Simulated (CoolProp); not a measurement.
Vapour-liquid equilibrium of toluene (1) + n-octane (2) at 0.00118 MPa; x and y are mole fractions of (1).

Model: multi-fluid Helmholtz-energy mixture model, Lemmon 2006 and Beckmüller 2019; pair parameters Bell 2016, in CoolProp.

Problem. Give the bubble temperature and the first vapour's composition at x = 0.05, 0.35, 0.75. Is there an azeotrope?

Solution. x = 0.05: 288.5 K, y = 0.144; x = 0.35: 282.1 K, y = 0.586; x = 0.75: 278.6 K, y = 0.838. No azeotrope shows between x = 0.05 and 0.95.

Pair parameters are fitted to limited data, so mixtures are less certain than the pure fluids.
